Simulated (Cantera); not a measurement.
A closed system holds: 1 mol AlCl3, 7.3 mol N2O, 110 mol H2, held at 0.00133 bar.

These are equilibrium values from Cantera (NASA tables, ideal gas, pure condensed phases), not measurements of a reactor. Candidate condensed phases: Al, AlCl3, AlN, Al2O3, H2O, NH4Cl; 45 gas species. Rates play no part. All values below are at 1302 °C.

Base state: H2 0.863, N2 0.0614, H2O 0.0488, HCl 0.0252, H 0.00106, Cl 2.45e-5 (mole fractions); condensed: Al2O3(s).

Q: What changes in the equilibrium state with this change: N2O from 7.3 to 3.3 mol?

A: 
```tsv
species	before	after
H2	0.863	0.928
N2	0.0614	0.0287
HCl	0.0252	0.0261
H2O	0.0488	0.0157
H	0.00106	0.00110
Cl	2.45e-5	2.45e-5
Al2O3(s), mol	0.500	0.500
```
